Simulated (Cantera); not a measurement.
Input: 1 mol Si3N4, 0.035 mol C, 3.3 mol H2, equilibrated at 2175 K and 19.0 Pa.

Cantera equilibrium calculation (NASA polynomials, part measured and part estimated; ideal gas, pure solids and liquids). Candidate condensed phases: C, C6H6, C7H8, C8H18, Si, SiC, Si3N4; 105 gas species. The tables' values for SiN are old estimates; treat these amounts as uncertain. Gases not in the tables: Si2H6 and higher silanes. The numbers say what is thermodynamically allowed, not how fast it happens.

Base state: Si 0.320, H2 0.270, N2 0.219, H 0.184, Si2C 0.00290, SiH 0.00107, Si2 0.00103, HCN 0.000536 (mole fractions); condensed: gas only.

Question: What changes in the equilibrium state with this change: 0.093 mol O2 added?

Answer: 
| species | before | after |
|---|---|---|
| Si | 0.320 | 0.307 |
| H2 | 0.270 | 0.268 |
| N2 | 0.219 | 0.218 |
| SiO | 0 | 0.0167 |
| CO | 0 | 0.00358 |
| H | 0.184 | 0.183 |
| SiC2 | 0.000176 | 9.27e-7 |
| Si2C | 0.00290 | 0.000198 |
Further candidate phases: H2O, SiO2, Si2N2O.
